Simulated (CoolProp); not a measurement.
Properties of normal hydrogen along the isotherm 66.3 K.

Values from CoolProp's reference Helmholtz-energy equation of state, Leachman 2009.

| p (MPa) | phase | density (kg/m³) | cp (kJ/(kg K)) | isothermal compressibility (1/MPa) | conductivity (mW/(m K)) | Prandtl number | fugacity coefficient |
|---|---|---|---|---|---|---|---|
| 0.0102 | gas | 0.03731 | 10.46 | 98.07 | 47.4 | 0.665 | 0.9997 |
| 0.0173 | gas | 0.06330 | 10.46 | 57.83 | 47.4 | 0.665 | 0.9995 |
| 0.0292 | gas | 0.1069 | 10.47 | 34.28 | 47.5 | 0.665 | 0.9991 |
| 0.0493 | gas | 0.1806 | 10.49 | 20.31 | 47.6 | 0.665 | 0.9985 |
| 0.0831 | gas | 0.3047 | 10.52 | 12.06 | 47.7 | 0.665 | 0.9975 |
| 0.14 | gas | 0.5142 | 10.56 | 7.174 | 48.0 | 0.665 | 0.9957 |
| 0.237 | gas | 0.8730 | 10.64 | 4.250 | 48.4 | 0.666 | 0.9928 |
| 0.4 | gas | 1.481 | 10.78 | 2.531 | 49.2 | 0.668 | 0.9878 |
| 0.674 | gas | 2.516 | 11.01 | 1.514 | 50.3 | 0.672 | 0.9796 |
| 1.14 | gas | 4.315 | 11.42 | 0.9065 | 52.3 | 0.684 | 0.9660 |
| 1.92 | supercritical | 7.428 | 12.14 | 0.5471 | 55.4 | 0.709 | 0.9443 |
| 3.24 | supercritical | 12.91 | 13.39 | 0.3267 | 60.8 | 0.765 | 0.9111 |

Viscosity comes from a separate model (Muzny 2013). Thermal conductivity comes from a separate model (Assael 2011).
